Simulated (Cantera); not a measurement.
**Premixed flame**

A freely propagating, adiabatic, planar premixed flame of 4.01 % CO, 2.65 % H2, 5.61 % CH4, 18.4 % O2, 69.3 % N2, equivalence ratio 0.79, unburnt at 650 K and 13300 Pa; mixture-averaged transport, grid criteria slope 0.08 and curve 0.16, no radiation.

Cantera simulation using GRI-Mech 3.0 (53 species, 325 reactions); the numbers are that mechanism's predictions, not measurements. Burning velocities carry a grid error of a few per cent, more on coarse grids.

```csv
z (mm),T (K),u (m/s),x CO,x H2,x CH4,x H2O2,x NO2,x O
-6.30,650,2.58,0.0401,0.0265,0.0561,<1e-8,<1e-8,<1e-8
-4.20,650,2.58,0.0401,0.0265,0.0561,3.93e-8,<1e-8,9.97e-8
-3.15,651,2.58,0.0401,0.0266,0.0561,2.24e-7,<1e-8,6.03e-7
-2.10,665,2.64,0.0401,0.0270,0.0556,7.53e-7,<1e-8,4.44e-6
-1.05,813,3.24,0.0428,0.0279,0.0490,9.48e-7,<1e-8,6.64e-5
-0.525,1098,4.41,0.0522,0.0281,0.0323,1.21e-6,<1e-8,0.000407
0,1461,5.92,0.0660,0.0244,0.00931,6.92e-7,<1e-8,0.00264
0.525,1619,6.57,0.0644,0.0165,0.000926,2.08e-7,<1e-8,0.00793
1.05,1656,6.71,0.0551,0.0123,5.36e-5,1.81e-7,<1e-8,0.0114
2.10,1691,6.82,0.0414,0.0113,1.63e-7,1.62e-7,<1e-8,0.0132
4.20,1737,6.97,0.0307,0.0118,<1e-8,1.34e-7,<1e-8,0.0133
8.40,1795,7.17,0.0270,0.0114,<1e-8,1.04e-7,<1e-8,0.0123
16.8,1872,7.43,0.0254,0.0102,<1e-8,7.33e-8,<1e-8,0.0103
```
x: mole fraction of selected species; z is measured from the peak of heat release.

```json
{
 "laminar_burning_velocity": "258 cm/s",
 "thermal_thickness": "2.10 mm",
 "peak x(H2O2)": "1.32e-6",
 "peak x(O)": "0.0134",
 "grid_points": "167"
}
```
